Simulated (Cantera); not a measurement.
What does this Cantera script print?

```python
import numpy as np
import cantera as ct

gas = ct.Solution("gri30.yaml")
gas.TP = 300, 100000
flame = ct.CounterflowDiffusionFlame(gas, width=0.02)
flame.fuel_inlet.X, flame.fuel_inlet.T = {'CH4': 1, 'C2H6': 1.1, 'N2': 0.45}, 350
flame.oxidizer_inlet.X, flame.oxidizer_inlet.T = {'O2': 0.19, 'N2': 0.81}, 300
flame.set_refine_criteria(ratio=3, slope=0.12, curve=0.24, prune=0.03)
show = ['OH', 'H', 'NO', 'CO', 'C2H2']

rows = []
print(f"{'mdot':>8s}{'a_max':>10s}{'a_mean':>10s}{'Tmax/K':>9s}" + "".join(f"{s:>11s}" for s in show) + "   (peak mole fractions)")
for i, mdot in enumerate([0.25, 0.38, 0.58, 0.88, 1.3, 2, 3.1, 4.7]):  # kg/m2/s on the oxidiser side
    flame.oxidizer_inlet.mdot, flame.fuel_inlet.mdot = mdot, 0.78 * mdot
    flame.solve(loglevel=0, auto=(i == 0))
    if flame.T.max() < max(350, 300) + 100:
        print(f"{mdot:8.3g}  no burning solution found from the previous one")
        break
    dT = np.abs(np.gradient(flame.T, flame.grid))
    rows.append([flame.strain_rate("max"), flame.strain_rate("mean"), flame.T.max(),
                 *(flame.X[gas.species_index(s)].max() for s in show), max(dT[0], dT[-1]) / dT.max()])
    print(f"{mdot:8.3g}{rows[-1][0]:10.1f}{rows[-1][1]:10.1f}{rows[-1][2]:9.1f}" + "".join(f"{x:11.3e}" for x in rows[-1][3:-1]))
```

It prints:

```
    mdot     a_max    a_mean   Tmax/K         OH          H         NO         CO       C2H2   (peak mole fractions)
    0.25     138.7      22.6   1907.1  4.745e-03  2.912e-03  1.466e-04  3.930e-02  1.993e-02
    0.38     199.2      34.3   1883.9  4.680e-03  3.123e-03  1.291e-04  3.986e-02  1.809e-02
    0.58     290.3      52.3   1862.6  4.605e-03  3.331e-03  1.099e-04  4.070e-02  1.634e-02
    0.88     422.0      79.4   1836.5  4.414e-03  3.464e-03  8.716e-05  4.174e-02  1.438e-02
     1.3     598.5     117.3   1807.0  4.126e-03  3.498e-03  6.378e-05  4.315e-02  1.228e-02
       2     876.9     180.5   1759.1  3.544e-03  3.284e-03  3.567e-05  4.540e-02  9.203e-03
     3.1  no burning solution found from the previous one
```

Cantera simulation using GRI-Mech 3.0 (53 species, 325 reactions); the numbers are that mechanism's predictions, not measurements. GRI-Mech 3.0 has no aromatics or soot, which form on the fuel side of real flames. The maximum strain rate includes the flame's own expansion and is several times the mean. A flux with no burning solution from the previous one only brackets extinction.
